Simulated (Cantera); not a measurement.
Input (Python, Cantera):

```python
import numpy as np
import cantera as ct

gas = ct.Solution("gri30.yaml")
gas.TPX = 2023, 1333, {'CH4': 1, 'N2': 500}
reactor = ct.IdealGasConstPressureReactor(gas, energy="off", clone=False)
net = ct.ReactorNet([reactor])
net.rtol, net.atol = 1e-08, 1e-18
show = ['CH4', 'CH2', 'CH3', 'C2H2', 'HCN', 'H', 'C2H']
times = np.geomspace(8e-06, 6, 10)

steps = ct.SolutionArray(gas, extra=["t"])
rows = []
print(f"{'t/s':>10s}{'T/K':>9s}{'P/Pa':>11s}" + "".join(f"{s:>11s}" for s in show))
for t in times:
    while net.time < t:
        t_next = net.step()
        steps.append(gas.state, t=t_next)
    rows.append([np.interp(t, steps.t, y) for y in (steps.T, steps.P, *steps(*show).X.T)])
    print(f"{t:10.3e}{rows[-1][0]:9.1f}{rows[-1][1]:11.4g}" + "".join(f"{x:11.3e}" for x in rows[-1][2:]))
rate = np.gradient(steps.T, steps.t)
print("integrator steps:", len(steps.t))
if steps.T.max() > steps.T[0] + 200:
    print(f"time of steepest temperature rise: {steps.t[rate.argmax()]:.4e} s")
gas.TPX = 2023, 1333, {'CH4': 1, 'N2': 500}
gas.equilibrate("TP")
print(f"equilibrium (TP): T = {gas.T:.1f} K  " + "  ".join(f"{s} {gas[s].X[0]:.3e}" for s in show))
```

Result:

```
       t/s      T/K       P/Pa        CH4        CH2        CH3       C2H2        HCN          H        C2H
 8.000e-06   2023.0       1333  1.996e-03  6.404e-14  1.249e-07  1.089e-18  2.548e-16  1.233e-07  2.258e-26
 3.596e-05   2023.0       1333  1.995e-03  2.392e-12  5.735e-07  5.252e-16  2.121e-14  5.420e-07  1.124e-22
 1.617e-04   2023.0       1333  1.993e-03  1.493e-10  2.803e-06  3.169e-13  1.516e-12  2.209e-06  1.029e-18
 7.268e-04   2023.0       1333  1.980e-03  1.048e-08  1.579e-05  2.008e-10  8.432e-11  6.656e-06  8.793e-15
 3.268e-03   2023.0       1333  1.906e-03  3.382e-07  8.811e-05  1.375e-07  9.535e-09  1.013e-05  4.304e-11
 1.469e-02   2023.0       1333  1.513e-03  2.597e-06  3.350e-04  4.098e-05  1.087e-06  2.683e-05  5.164e-08
 6.604e-02   2023.0       1333  2.745e-04  3.708e-06  1.625e-04  7.369e-04  4.813e-05  9.327e-05  5.910e-07
 2.969e-01   2023.0       1333  1.040e-05  3.720e-07  8.462e-06  9.143e-04  1.421e-04  1.227e-04  7.815e-07
 1.335e+00   2023.0       1333  9.529e-08  7.348e-09  1.012e-07  9.158e-04  1.581e-04  1.491e-04  9.473e-07
 6.000e+00   2023.0       1333  9.094e-09  1.752e-09  1.557e-08  9.151e-04  1.581e-04  2.417e-04  1.557e-06
integrator steps: 927
equilibrium (TP): T = 2023.0 K  CH4 6.557e-11  CH2 1.803e-10  CH3 4.203e-10  C2H2 8.023e-06  HCN 1.961e-03  H 8.406e-04  C2H 5.289e-08
```

Model: GRI-Mech 3.0 (53 species, 325 reactions), integrated in Cantera. GRI-Mech 3.0 stops at C3 and has no aromatics, soot or wall deposition, so with more carbon than oxygen in the feed, carbon stays in small species such as C2H2 where larger ones or solid carbon would form. Radical loss at walls, strong at low pressure, is not modelled.
